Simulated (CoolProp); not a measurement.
R404A at 287.78 K and 6.55 MPa flows at 0.07 m/s in a round tube of 10 mm bore and 1.5 µm roughness, fully developed (64/Re and Nu = 3.66 if laminar; Colebrook and Gnielinski if turbulent). Each further row changes one setting.

The numbers come from the reference Helmholtz-energy equation of state, Lemmon 2003 in CoolProp. It is a pseudo-pure fit of the blend.

```
case               Reynolds number  Darcy friction factor  pressure drop (Pa/m)  heat-transfer coefficient (W/(m² K))  mass flow (kg/h)
-----------------  ---------------  ---------------------  --------------------  ------------------------------------  ----------------
as stated                     4760                 0.0381                     …                                     …              22.4
velocity 0.14 m/s             9530                 0.0315                     …                                     …                 …
diameter 20 mm                9530                 0.0314                     …                                   205              89.6
```

Task: What belongs in the gaps?

Result: 
- as stated, pressure drop (Pa/m): 10.6
- as stated, heat-transfer coefficient (W/(m² K)): 210
- velocity 0.14 m/s, pressure drop (Pa/m): 34.9
- velocity 0.14 m/s, heat-transfer coefficient (W/(m² K)): 412
- velocity 0.14 m/s, mass flow (kg/h): 44.8
- diameter 20 mm, pressure drop (Pa/m): 4.35

Viscosity comes from a separate model (Geller 2000). Thermal conductivity comes from a separate model (Geller 2001).
